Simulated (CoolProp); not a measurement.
Properties of hydrogen sulfide along the isotherm 136.95 °C (Tc = 100.0 °C, pc = 89.99 bar, ω = 0.101).

Model: reference Helmholtz-energy equation of state, Lemmon 2006, in CoolProp. It is a short technical equation, of lower accuracy than the large ones.

| p (bar) | phase | cp (kJ/(kg K)) | cv (kJ/(kg K)) | Joule-Thomson coefficient (K/MPa) | isothermal compressibility (1/MPa) | viscosity (µPa s) |
|---|---|---|---|---|---|---|
| 28.1 | gas | 1.196 | 0.8416 | 8.611 | 0.3891 | 16.8 |
| 56.2 | gas | 1.442 | 0.8875 | 8.625 | 0.2204 | 17.4 |
| 84.4 | gas | 1.916 | 0.9447 | 8.339 | 0.1768 | 18.9 |
| 112 | supercritical | 2.995 | 1.015 | 7.366 | 0.1743 | 22.5 |
| 141 | supercritical | 4.927 | 1.077 | 5.039 | 0.1554 | 31.2 |
| 169 | supercritical | 4.196 | 1.060 | 2.897 | 0.06954 | 41.8 |
| 197 | supercritical | 3.308 | 1.040 | 1.844 | 0.03481 | 49.5 |
| 225 | supercritical | 2.863 | 1.030 | 1.298 | 0.02209 | 55.3 |
| 253 | supercritical | 2.608 | 1.025 | 0.9665 | 0.01597 | 60.0 |
| 281 | supercritical | 2.442 | 1.022 | 0.7418 | 0.01245 | 64.1 |
| 309 | supercritical | 2.325 | 1.021 | 0.5784 | 0.01018 | 67.8 |
| 337 | supercritical | 2.238 | 1.021 | 0.4536 | 0.008607 | 71.2 |
| 366 | supercritical | 2.167 | 1.021 | 0.3515 | 0.007414 | 74.4 |
| 394 | supercritical | 2.112 | 1.021 | 0.2715 | 0.006537 | 77.3 |
| 422 | supercritical | 2.067 | 1.022 | 0.2049 | 0.005845 | 80.1 |
| 450 | supercritical | 2.029 | 1.023 | 0.1486 | 0.005284 | 82.7 |

The peak of cp marks the crossing from liquid-like to gas-like fluid above the critical point.

Viscosity comes from a separate model (Quiñones-Cisneros 2012).
